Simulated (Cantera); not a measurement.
Charge: 1 mol SiC, 3.1 mol N2O, 130 mol H2, at 1877 °C and 2.50 bar.

These are equilibrium values from Cantera (NASA tables, ideal gas, pure condensed phases), not measurements of a reactor. Equilibrium is a limit: real reactors are often held back by kinetics, nucleation or transport.

```json
[
 {"species": "H2", "before": "0.952", "after": "0.990"},
 {"species": "N2", "before": "0.0229", "after": "0.00327"},
 {"species": "H", "before": "0.00260", "after": "0.00265"},
 {"species": "H2O", "before": "0.00812", "after": "2.47e-6"},
 {"species": "SiO", "before": "0.00739", "after": "0.00167"},
 {"species": "C2H2 (acetylene)", "before": "<1e-9", "after": "2.49e-5"},
 {"species": "CO2", "before": "1.23e-5", "after": "<1e-9"},
 {"species": "CH4", "before": "9.69e-8", "after": "8.19e-5"},
 {"species": "SiH2", "before": "2.33e-7", "after": "0.000187"},
 {"species": "SiH", "before": "7.06e-8", "after": "5.57e-5"},
 {"species": "Si", "before": "9.36e-8", "after": "7.24e-5"},
 {"species": "SiC(s), mol", "before": "0", "after": "0.738"}
]
```
Gas species are given as mole fractions.

Task: Which change was made?
(A) temperature from 1877 °C to 1252 °C
(B) N2O from 3.1 to 0.44 mol
(C) temperature from 1877 °C to 1775 °C
(D) N2O from 3.1 to 0.03 mol

Result: B, N2O from 3.1 to 0.44 mol. Gases not in the tables: Si2H6 and higher silanes
